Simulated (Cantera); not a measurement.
A closed system holds: 1 mol Al(CH3)3, 1.9 mol H2O, 500 mol N2, equilibrated at 1927 °C and 17.0 mbar.

Cantera equilibrium calculation (NASA polynomials, part measured and part estimated; ideal gas, pure solids and liquids). Candidate condensed phases: Al, AlN, Al2O3, C, C6H6, C7H8, C8H18, H2O; 148 gas species. The feed counts by its element totals alone. The numbers say what is thermodynamically allowed, not how fast it happens.

Base state: N2 0.979, H2 0.00939, H 0.00419, CO 0.00372, Al 0.00195, HCN 0.00194, HNC 0.000153, CN 3.08e-5 (mole fractions); condensed: gas only.

**Question.** What changes in the equilibrium state with this change: pressure from 17.0 mbar to 60.0 Pa?

**Answer.** 
```csv
species,before,after
N2,0.979,0.973
H,0.00419,0.0148
H2,0.00939,0.00413
Al,0.00195,0.00195
CN,3.08e-5,0.000221
C2H2 (acetylene),1.09e-5,8.75e-6
HNC,0.000153,0.000137
HCN,0.00194,0.00174
```
